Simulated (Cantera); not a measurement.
**NO annealing gas**

A perfectly stirred reactor is fed with 89.3 % NO, 10.7 % N2, at 130000 Pa; it is held at 2173 K, and followed from long to short residence time.

Cantera simulation using GRI-Mech 3.0 (53 species, 325 reactions); the numbers are that mechanism's predictions, not measurements.

```csv
τ (s),x NO,x N2,x O,x NO2,x O2
25,0.0220,0.542,0.00132,4.77e-5,0.434
8.1,0.0339,0.536,0.00131,7.30e-5,0.428
2.6,0.0609,0.523,0.00129,0.000129,0.415
0.85,0.118,0.494,0.00125,0.000242,0.386
0.27,0.241,0.432,0.00116,0.000453,0.325
0.089,0.442,0.332,0.000977,0.000695,0.224
0.029,0.663,0.222,0.000730,0.000764,0.114
0.0094,0.805,0.151,0.000510,0.000630,0.0432
0.0030,0.864,0.121,0.000379,0.000486,0.0139
0.00098,0.883,0.112,0.000312,0.000400,0.00417
```
x: mole fraction; the columns are a selection and need not sum to one.
